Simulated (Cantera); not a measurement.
Feed: 1 mol CH₃SiCl₃, 0.48 mol HCl, 9.1 mol H₂, at 81000 Pa.

These are equilibrium values from Cantera (NASA tables, ideal gas, pure condensed phases), not measurements of a reactor. Candidate condensed phases: C, C₆H₆, C₇H₈, C₈H₁₈, Si, SiC; 109 gas species. The feed counts by its element totals alone. Gases not in the tables: Si₂H₆ and higher silanes. Kinetics and transport are ignored.

**Question.** What share of the Si ends up in condensed phases as a function of T (K), at 998, 1098, 1198, 1298, 1398, 1498, 1598, 1698, 1798, 1898, 1998, 2098, 2198?

**Answer.** 
```
T (K)  Si condensed (%)      as
-----  ----------------  ------
998                31.5  SiC(s)
1098               45.6  SiC(s)
1198               61.4  SiC(s)
1298               75.8  SiC(s)
1398               85.9  SiC(s)
1498               90.8  SiC(s)
1598               92.1  SiC(s)
1698               91.5  SiC(s)
1798               89.8  SiC(s)
1898               87.5  SiC(s)
1998               84.8  SiC(s)
2098               81.8  SiC(s)
2198               78.5  SiC(s)
```
